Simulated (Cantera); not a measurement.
A closed system holds: 1 mol SiH₂Cl₂, 0.71 mol HCl, 16 mol N₂, held at 750 Torr.

These are equilibrium values from Cantera (NASA tables, ideal gas, pure condensed phases), not measurements of a reactor. Candidate condensed phases: NH₄Cl, Si, Si₃N₄; 28 gas species. N₂ is the only nitrogen source here; it is nearly inert below about 1500 K, so the nitride shown seldom forms there in practice. The tables' values for SiCl₃ are old estimates; treat these amounts as uncertain. Rates play no part.

**Question.** At 852 °C, list the 4 most abundant gas species with their mole fractions, and the condensed phases.

**Answer.** N₂ 0.864, HCl 0.0900, H₂ 0.0304, SiCl₄ 0.0151. Condensed: Si₃N₄(s).
